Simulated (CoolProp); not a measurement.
Vapour-liquid equilibrium of benzene (1) + cyclohexane (2) at 174.75 °C; x and y are mole fractions of (1).

Model: multi-fluid Helmholtz-energy mixture model, Thol 2012 and Zhou 2014; pair parameters Bell 2016, in CoolProp.

| x | bubble pressure (kPa) | y at the bubble point | dew pressure at overall composition x (kPa) | liquid density (mol/L) |
|---|---|---|---|---|
| 0.05 | 896.0 | 0.062 | 893.2 | 7.338 |
| 0.2 | 932.0 | 0.230 | 926.1 | 7.522 |
| 0.35 | 957.4 | 0.378 | 953.3 | 7.726 |
| 0.5 | 972.3 | 0.515 | 971.2 | 7.952 |
| 0.65 | 976.5 | 0.648 | 976.5 | 8.203 |
| 0.8 | 968.8 | 0.786 | 967.4 | 8.484 |
| 0.95 | 946.8 | 0.941 | 945.3 | 8.795 |

y crosses x between x = 0.5 and 0.65: the model has an azeotrope there.

Pair parameters are fitted to limited data, so mixtures are less certain than the pure fluids.
